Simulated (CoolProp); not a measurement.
Vapour-liquid equilibrium of methanol (1) + ethylbenzene (2) at 0.976 MPa; x and y are mole fractions of (1).

Model: multi-fluid Helmholtz-energy mixture model, de Reuck 1993 and Zhou 2012; pair parameters Bell 2016, in CoolProp.

```json
[
 {"x": "0.05", "bubble temperature (°C)": "214.0", "y at the bubble point": "0.395", "dew temperature at overall composition x (°C)": "243.1", "liquid density (mol/L)": "6.539"},
 {"x": "0.15", "bubble temperature (°C)": "178.5", "y at the bubble point": "0.700", "dew temperature at overall composition x (°C)": "235.1", "liquid density (mol/L)": "7.403"},
 {"x": "0.25", "bubble temperature (°C)": "163.3", "y at the bubble point": "0.792", "dew temperature at overall composition x (°C)": "226.8", "liquid density (mol/L)": "8.143"},
 {"x": "0.35", "bubble temperature (°C)": "155.5", "y at the bubble point": "0.833", "dew temperature at overall composition x (°C)": "218.1", "liquid density (mol/L)": "8.917"},
 {"x": "0.45", "bubble temperature (°C)": "150.9", "y at the bubble point": "0.858", "dew temperature at overall composition x (°C)": "208.6", "liquid density (mol/L)": "9.801"},
 {"x": "0.55", "bubble temperature (°C)": "147.5", "y at the bubble point": "0.877", "dew temperature at overall composition x (°C)": "198.0", "liquid density (mol/L)": "10.86"},
 {"x": "0.65", "bubble temperature (°C)": "144.7", "y at the bubble point": "0.895", "dew temperature at overall composition x (°C)": "185.6", "liquid density (mol/L)": "12.18"},
 {"x": "0.75", "bubble temperature (°C)": "142.1", "y at the bubble point": "0.916", "dew temperature at overall composition x (°C)": "170.6", "liquid density (mol/L)": "13.85"},
 {"x": "0.85", "bubble temperature (°C)": "139.5", "y at the bubble point": "0.942", "dew temperature at overall composition x (°C)": "152.3", "liquid density (mol/L)": "16.04"},
 {"x": "0.95", "bubble temperature (°C)": "136.9", "y at the bubble point": "0.978", "dew temperature at overall composition x (°C)": "138.9", "liquid density (mol/L)": "18.96"}
]
```

No azeotrope shows between x = 0.05 and 0.95.

Pair parameters are fitted to limited data, so mixtures are less certain than the pure fluids. With so large a gap from Raoult's law the liquid may split in two, which this calculation doesn't test in full.
